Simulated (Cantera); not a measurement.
Cantera run:

```python
import numpy as np
import cantera as ct

gas_names = """
    Na
""".split()
cond_names = """
    I2(cr) I2(L) NaI(s) NaI(L)
""".split()


# ... load() reads the species with a 1 bar reference pressure and builds the phases ...
species = {s.name: s for s in load("nasa_gas.yaml", gas_names) + load("nasa_condensed.yaml", cond_names)}
# Each term lists the table entries of one substance; the one whose range holds T is used.
reactions = {
    '2 Na(g) + I2 = 2 NaI':
        [(-2, ['Na']), (-1, ['I2(cr)', 'I2(L)']), (2, ['NaI(s)', 'NaI(L)'])],
}


def pick(names, T):
    return next(species[n] for n in names if species[n].thermo.min_temp <= T <= species[n].thermo.max_temp)


results = []
for label, terms in reactions.items():
    print(label)
    print("     T/K   dH/kJ  dS/(J/K)   dG/kJ   log10 K")
    for T in [350, 375, 400, 425, 450, 475, 500, 525, 550, 575]:
        used = [(nu, pick(names, T)) for nu, names in terms]
        dH = sum(nu * s.thermo.h(T) for nu, s in used) / 1e6
        dS = sum(nu * s.thermo.s(T) for nu, s in used) / 1e3
        dG = dH - T * dS / 1e3
        logK = -dG * 1e6 / (ct.gas_constant * T * np.log(10))
        results.append((label, T, dH, dS, dG, logK, [s.name for _, s in used]))
        print(f"{T:8g} {dH:8.1f} {dS:8.1f} {dG:8.1f} {logK:8.2f}")
```

Output:

```
2 Na(g) + I2 = 2 NaI
     T/K   dH/kJ  dS/(J/K)   dG/kJ   log10 K
     350   -789.9   -225.3   -711.1   106.12
     375   -789.8   -224.9   -705.4    98.26
     400   -805.6   -265.7   -699.3    91.31
     425   -805.9   -266.5   -692.6    85.12
     450   -806.2   -267.2   -685.9    79.62
     475   -806.5   -267.9   -679.3    74.69
     500   -806.8   -268.5   -672.5    70.26
     525   -807.1   -269.0   -665.8    66.25
     550   -807.3   -269.5   -659.1    62.59
     575   -807.5   -269.9   -652.4    59.26
```

Source: NASA polynomial tables (part measured, part estimated), evaluated in Cantera. Condensed species are held in their standard states even where they would react or evaporate.
